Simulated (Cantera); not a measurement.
Input: 1 mol C6H6, 37 mol H2, equilibrated at 2750 °C and 0.150 bar.

Equilibrium computed with Cantera from the NASA thermochemical tables; the gas is ideal and each condensed phase is pure. Candidate condensed phases: C, C6H6, C7H8, C8H18; 76 gas species. Rates play no part.

Base state: H2 0.609, H 0.341, C2H2 (acetylene) 0.0405, C2H 0.00403, C3 0.00265, C4H2 0.00112, C 0.000420, C2 0.000271 (mole fractions); condensed: C(graphite).

### Question
What changes in the equilibrium state with this change: pressure from 0.150 bar to 1.33 mbar?

### Answer
```
species             before     after
----------------  --------  --------
H                    0.341     0.922
H2                   0.609    0.0395
C                 0.000420    0.0175
C2H2 (acetylene)    0.0405  0.000359
C3                 0.00265    0.0151
C6H2               3.31e-5   5.50e-9
CH3                3.74e-5   2.15e-8
C(graphite), mol     0.980         0
```

### Question
What changes in the equilibrium state with this change: temperature from 2750 °C to 475 °C?

### Answer
```json
[
 {"species": "H2", "before": "0.609", "after": "0.824"},
 {"species": "CH4", "before": "4.24e-6", "after": "0.176"},
 {"species": "H", "before": "0.341", "after": "<1e-9"},
 {"species": "C2H2 (acetylene)", "before": "0.0405", "after": "<1e-9"},
 {"species": "C2H", "before": "0.00403", "after": "<1e-9"},
 {"species": "C3", "before": "0.00265", "after": "<1e-9"},
 {"species": "C4H2", "before": "0.00112", "after": "<1e-9"},
 {"species": "C(graphite), mol", "before": "0.980", "after": "0"}
]
```
